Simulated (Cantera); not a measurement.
Input: 1 mol MgO, 0.67 mol SO₃, 4.1 mol H₂O, held at 47.0 mbar.

Method: chemical equilibrium by Gibbs-energy minimisation in Cantera with the NASA 1993 tables (ideal gas, pure condensed phases). Candidate condensed phases: H₂O, H₂SO₄, Mg, MgO, Mg(OH)₂, MgS, MgSO₄, S; 26 gas species. Rates play no part.

At 1298 K, list the 5 most abundant gas species with their mole fractions, and the condensed phases.

H₂O 0.803, SO₂ 0.130, O₂ 0.0652, SO₃ 0.000893, OH 4.66e-5. Condensed: MgO(s).
